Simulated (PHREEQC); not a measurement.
Consider water at 20 °C with 6.5e-05 mol/kgw Ag2SO4, 0.034 mol/kgw HNO3 and 0.00023 mol/kgw Cu(NO3)2. Closed to the air; pH follows from the charge balance.

Computed with PHREEQC (ion-association model, wateq4f.dat).

Problem. The ionic strength comes out as 0.0348 mol/kgw. What activity coefficients do Cu+2, HSO4-, SO4-2, H+, NO3- get?

Solution. Cu+2 0.53, HSO4- 0.84, SO4-2 0.51, H+ 0.87, NO3- 0.83.

This is a speciation only: nothing precipitates in the calculation. Species that the database lacks are ignored.
